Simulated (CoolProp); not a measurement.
A closed Brayton cycle with carbon dioxide: compressor inlet 315.15 K and 8.2 MPa, high pressure 16.8 MPa, turbine inlet 860 K, compressor efficiency 0.85, turbine efficiency 0.9, recuperator effectiveness 0.8 (on enthalpy, no pinch check). Each further row changes one setting.

Computed with CoolProp (reference Helmholtz-energy equation of state, Span 1996).

| case | thermal efficiency (%) | net work (kJ/kg) | compressor to turbine work | compressor exit (K) | turbine exit (K) |
|---|---|---|---|---|---|
| as stated | 26.5 | 71.9 | 0.28 | 367.2 | 771.4 |
| turbine inlet 810 K | 25.8 | 65.5 | 0.30 | 367.2 | 724.6 |
| compressor inlet 325.15 K | 26.0 | 65.5 | 0.35 | 385.0 | 771.4 |
| high pressure 14.3 MPa | 23.2 | 57.6 | 0.27 | 355.3 | 790.9 |
| recuperator effectiveness 0.5 | 17.4 | 71.9 | 0.28 | 367.2 | 771.4 |
